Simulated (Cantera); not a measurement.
Input: 1 mol CH3F, 1.9 mol H2, equilibrated at 1.00 bar.

These are equilibrium values from Cantera (NASA tables, ideal gas, pure condensed phases), not measurements of a reactor. Candidate condensed phases: C, C6H6, C7H8, C8H18; 110 gas species. Ions and electrons are included (thermal ionisation). Equilibrium is a limit: real reactors are often held back by kinetics, nucleation or transport. All values below are at 2477 °C.

Base state: H2 0.675, HF 0.249, H 0.0562, C2H2 (acetylene) 0.0190, C4H2 0.000222, C2H 0.000183, F 7.83e-5, CH3 6.70e-5 (mole fractions); condensed: C(graphite).

What changes in the equilibrium state with this change: pressure from 1.00 bar to 1.00 Pa?


| species | before | after |
|---|---|---|
| H | 0.0562 | 0.787 |
| F | 7.83e-5 | 0.0834 |
| C | 3.78e-6 | 0.0725 |
| H2 | 0.675 | 0.00132 |
| HF | 0.249 | 0.0371 |
| C2H2 (acetylene) | 0.0190 | 1.37e-6 |
| C3 | 1.69e-5 | 0.0119 |
| C4H2 | 0.000222 | <1e-9 |
| CH3 | 6.70e-5 | <1e-9 |
| CH4 | 4.76e-5 | <1e-9 |
| C2H2 (vinylidene) | 3.18e-5 | 2.30e-9 |
| C(graphite), mol | 0.841 | 0 |
